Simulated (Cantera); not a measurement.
Feed: 1 mol Si, 0.037 mol CO2, 130 mol N2, at 1450 K.

Cantera equilibrium calculation (NASA polynomials, part measured and part estimated; ideal gas, pure solids and liquids). Candidate condensed phases: C, Si, SiC, SiO2, Si2N2O, Si3N4; 34 gas species. N2 is the only nitrogen source here; it is nearly inert below about 1500 K, so the nitride shown seldom forms there in practice. Mutual solubility and eutectic melting of coexisting phases are not modelled. Rates play no part.

Task: Which condensed phases are stable at each of these points (P (Pa)): 0.100, 0.750, 5.60, 42, 320, 2400, 18000, 130000, 1000000?

Result: 
| P (Pa) | condensed phases | Si condensed (%) |
|---|---|---|
| 0.100 | Si(s) + SiC(s) | 52.2 |
| 0.750 | Si(s) + SiC(s) | 87.3 |
| 5.60 | SiC(s) + Si3N4(s) | 93.0 |
| 42 | Si2N2O(s) + Si3N4(s) | 97.4 |
| 320 | Si2N2O(s) + Si3N4(s) | 99.8 |
| 2400 | Si2N2O(s) + Si3N4(s) | 100.0 |
| 18000 | C(graphite) + Si2N2O(s) + Si3N4(s) | 100.0 |
| 130000 | C(graphite) + Si2N2O(s) + Si3N4(s) | 100.0 |
| 1000000 | C(graphite) + Si2N2O(s) + Si3N4(s) | 100.0 |

From 0.000750 Torr to 0.00563 Torr the condensed part is Si(s) + SiC(s). At 0.0420 Torr the condensed part is SiC(s) + Si3N4(s). From 0.315 Torr to 18.0 Torr the condensed part is Si2N2O(s) + Si3N4(s). From 135 Torr to 7500 Torr the condensed part is C(graphite) + Si2N2O(s) + Si3N4(s).
